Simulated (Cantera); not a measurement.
Charge: 1 mol TiO2, 4.3 mol H2, 0.44 mol H2O, at 900 °C and 1.50 bar.

Cantera equilibrium calculation (NASA polynomials, part measured and part estimated; ideal gas, pure solids and liquids). Candidate condensed phases: H2O, Ti, TiO, TiO2, Ti2O3, Ti3O5, Ti4O7; 12 gas species. Gases not in the tables: TiO(OH)2. Kinetics and transport are ignored.

Problem. What is the equilibrium state?

Solution. 
| Item | Value |
|---|---|
| x(H2) | 0.907 |
| x(H2O) | 0.0928 |
| n(TiO2(rutile)) | 1.00 mol |
| gas amount | 4.740 mol |
| log10 activity of Ti4O7(s) (absent) | -2.12 |
| log10 activity of Ti3O5(s) (absent) | -2.32 |
| log10 activity of Ti2O3(s) (absent) | -2.75 |
